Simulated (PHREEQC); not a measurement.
Consider water at 25 °C with 120 mmol/kgw NaHCO3 and 1.4 mmol/kgw Cs2CO3. Closed to the air; pH follows from the charge balance.

All values are PHREEQC results (ion-association model, wateq4f.dat), not measurements.

This is a speciation only: nothing precipitates in the calculation.

Task: Order these C species by the share of C that they hold, largest first: NaCO3-, NaHCO3, CO3-2, CO2, HCO3-.

Result: HCO3- (93 %), NaHCO3 (3.5 %), CO3-2 (1.3 %), CO2 (1.1 %), NaCO3- (1.0 %)

The pH is 8.14 and the ionic strength 0.119 mol/kgw. Species that the database lacks are ignored.
